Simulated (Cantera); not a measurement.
A perfectly stirred reactor is fed with 7.65 % CH4, 9.02 % O2, 83.3 % N2, equivalence ratio 1.7, at 11.0 bar; it is adiabatic with a 775 K inlet, and is followed from long to short residence time, starting on the burning branch (τ in s: 0.26, 0.11, 0.048, 0.021, 0.0088, 0.0038, 0.0016, 0.00069, 0.0003, 0.00013, 5.4e-05, 2.3e-05, 1e-05).

Detailed kinetics in Cantera: GRI-Mech 3.0 (53 species, 325 reactions).

Task: Predict: blow-out, bracketed by the residence times tried; x(CH4) at τ = 0.260 s; x(O2) at τ = 0.260 s; x(C2H6) at τ = 0.260 s; x(N2O) at τ = 0.260 s; x(CO2) at τ = 0.260 s; x(CH4) at τ = 1.60 ms; x(O2) at τ = 1.60 ms.

Result: 
```json
{
  "blow_out_bracketed_by_the_residence_times_tried": "burning at 8.80 ms, out at 3.80 ms",
  "x(CH4) at τ = 0.260 s": "0.0103",
  "x(O2) at τ = 0.260 s": "0.000583",
  "x(C2H6) at τ = 0.260 s": "1.98e-5",
  "x(N2O) at τ = 0.260 s": "3.11e-9",
  "x(CO2) at τ = 0.260 s": "0.0261",
  "x(CH4) at τ = 1.60 ms": "0.0765",
  "x(O2) at τ = 1.60 ms": "0.0902"
}
```
